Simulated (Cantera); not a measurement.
## Aluminium nitride and oxide growth: Al(CH₃)₃ + NH₃ + N₂

Charge: 1 mol Al(CH₃)₃, 8.9 mol NH₃, 51 mol N₂, equilibrated at 13300 Pa.

Method: chemical equilibrium by Gibbs-energy minimisation in Cantera with the NASA 1993 tables (ideal gas, pure condensed phases). Candidate condensed phases: Al, AlN, C, C₆H₆, C₇H₈, C₈H₁₈; 97 gas species. The feed counts by its element totals alone. The numbers say what is thermodynamically allowed, not how fast it happens.

From 723 K to 1923 K the condensed part is AlN(s) + C(graphite).

```json
[
 {"T (K)": "723", "x N₂": "0.776", "x H₂": "0.197", "x CH₄": "0.0275", "x HCN": "4.29e-9", "x H": "<1e-12", "x HNC": "<1e-12", "x C₂H₂ (acetylene)": "<1e-12", "x Al": "<1e-12", "n AlN(s)": "1.00", "n C(graphite)": "1.05"},
 {"T (K)": "823", "x N₂": "0.760", "x H₂": "0.233", "x CH₄": "0.00677", "x HCN": "6.92e-8", "x H": "9.70e-12", "x HNC": "2.13e-11", "x C₂H₂ (acetylene)": "<1e-12", "x Al": "<1e-12", "n AlN(s)": "1.00", "n C(graphite)": "2.51"},
 {"T (K)": "923", "x N₂": "0.756", "x H₂": "0.242", "x CH₄": "0.00182", "x HCN": "5.83e-7", "x H": "3.30e-10", "x HNC": "4.68e-10", "x C₂H₂ (acetylene)": "2.88e-11", "x Al": "<1e-12", "n AlN(s)": "1.00", "n C(graphite)": "2.87"},
 {"T (K)": "1023", "x N₂": "0.755", "x H₂": "0.244", "x CH₄": "0.000596", "x HCN": "3.19e-6", "x H": "5.60e-9", "x HNC": "5.56e-9", "x C₂H₂ (acetylene)": "5.12e-10", "x Al": "<1e-12", "n AlN(s)": "1.00", "n C(graphite)": "2.96"},
 {"T (K)": "1123", "x N₂": "0.755", "x H₂": "0.245", "x CH₄": "0.000234", "x HCN": "1.29e-5", "x H": "5.77e-8", "x HNC": "4.23e-8", "x C₂H₂ (acetylene)": "5.39e-9", "x Al": "<1e-12", "n AlN(s)": "1.00", "n C(graphite)": "2.98"},
 {"T (K)": "1223", "x N₂": "0.755", "x H₂": "0.245", "x CH₄": "0.000107", "x HCN": "4.11e-5", "x H": "4.08e-7", "x HNC": "2.30e-7", "x C₂H₂ (acetylene)": "3.84e-8", "x Al": "<1e-12", "n AlN(s)": "1.00", "n C(graphite)": "2.99"},
 {"T (K)": "1323", "x N₂": "0.755", "x H₂": "0.245", "x CH₄": "5.44e-5", "x HCN": "0.000110", "x H": "2.15e-6", "x HNC": "9.69e-7", "x C₂H₂ (acetylene)": "2.02e-7", "x Al": "1.56e-12", "n AlN(s)": "1.00", "n C(graphite)": "2.99"},
 {"T (K)": "1423", "x N₂": "0.755", "x H₂": "0.245", "x CH₄": "3.05e-5", "x HCN": "0.000256", "x H": "9.00e-6", "x HNC": "3.32e-6", "x C₂H₂ (acetylene)": "8.41e-7", "x Al": "9.20e-11", "n AlN(s)": "1.00", "n C(graphite)": "2.98"},
 {"T (K)": "1523", "x N₂": "0.755", "x H₂": "0.245", "x CH₄": "1.84e-5", "x HCN": "0.000533", "x H": "3.13e-5", "x HNC": "9.69e-6", "x C₂H₂ (acetylene)": "2.89e-6", "x Al": "3.16e-9", "n AlN(s)": "1.00", "n C(graphite)": "2.96"},
 {"T (K)": "1623", "x N₂": "0.754", "x H₂": "0.245", "x CH₄": "1.18e-5", "x HCN": "0.00101", "x H": "9.36e-5", "x HNC": "2.47e-5", "x C₂H₂ (acetylene)": "8.52e-6", "x Al": "6.99e-8", "n AlN(s)": "1.000", "n C(graphite)": "2.92"},
 {"T (K)": "1723", "x N₂": "0.754", "x H₂": "0.244", "x CH₄": "7.99e-6", "x HCN": "0.00178", "x H": "0.000247", "x HNC": "5.63e-5", "x C₂H₂ (acetylene)": "2.21e-5", "x Al": "1.07e-6", "n AlN(s)": "1.000", "n C(graphite)": "2.86"},
 {"T (K)": "1823", "x N₂": "0.753", "x H₂": "0.243", "x CH₄": "5.63e-6", "x HCN": "0.00294", "x H": "0.000585", "x HNC": "0.000117", "x C₂H₂ (acetylene)": "5.14e-5", "x Al": "1.21e-5", "n AlN(s)": "0.999", "n C(graphite)": "2.77"},
 {"T (K)": "1923", "x N₂": "0.752", "x H₂": "0.242", "x CH₄": "4.10e-6", "x HCN": "0.00459", "x H": "0.00127", "x HNC": "0.000225", "x C₂H₂ (acetylene)": "0.000109", "x Al": "0.000106", "n AlN(s)": "0.992", "n C(graphite)": "2.63"}
]
```
x: gas mole fraction; n: condensed amount in mol.
